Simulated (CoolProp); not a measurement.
A simple Rankine cycle with R1233zd(E): condensing at 321.15 K, boiler at 1.23 MPa, turbine inlet 420.8 K, turbine efficiency 0.9, pump efficiency 0.7, no recuperator. Each further row changes one setting.

Computed with CoolProp (reference Helmholtz-energy equation of state, Akasaka 2022).

```csv
case,thermal efficiency (%),net work (kJ/kg),heat in (kJ/kg),turbine exit temperature (K),volume ratio over the turbine
as stated,11.5,29.5,257,375.7,4.48
turbine inlet 440.8 K,11.4,31.6,278,396.0,4.41
condensing temperature 313.15 K,12.9,34.4,267,369.2,5.70
boiler pressure 0.861 MPa,9.0,23.6,262,387.9,3.07
turbine efficiency 0.8,10.1,26.1,257,379.4,4.54
```
